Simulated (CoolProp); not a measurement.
A single-stage vapour-compression cycle with hydrogen sulfide: evaporating at 282.15 K (dew point), condensing at 345.15 K (bubble point), superheat 0 K, subcooling 0 K, compressor efficiency 0.8, no pressure losses. Each further row changes one setting.

Values from CoolProp's reference Helmholtz-energy equation of state, Lemmon 2006. It is a short technical equation, of lower accuracy than the large ones.

```csv
case,cooling COP,pressure ratio,discharge temperature (K),refrigerating effect (kJ/kg),volumetric capacity (kJ/m³)
as stated,2.37,4.11,424.5,293,6580
evaporating temperature 287.15 K,2.67,(withheld),415.9,(withheld),7550
condensing temperature 340.15 K,2.69,3.74,413.4,308,(withheld)
subcooling 5 K,2.49,4.11,424.5,(withheld),6930
superheat 10 K,2.34,4.11,439.3,(withheld),(withheld)
compressor efficiency 0.7,(withheld),4.11,437.6,293,6580
```

### Question
Fill in the missing entries.

### Answer

- evaporating temperature 287.15 K, pressure ratio: 3.60
- evaporating temperature 287.15 K, refrigerating effect (kJ/kg): 295
- condensing temperature 340.15 K, volumetric capacity (kJ/m³): 6900
- subcooling 5 K, refrigerating effect (kJ/kg): 309
- superheat 10 K, refrigerating effect (kJ/kg): 306
- superheat 10 K, volumetric capacity (kJ/m³): 6510
- compressor efficiency 0.7, cooling COP: 2.07
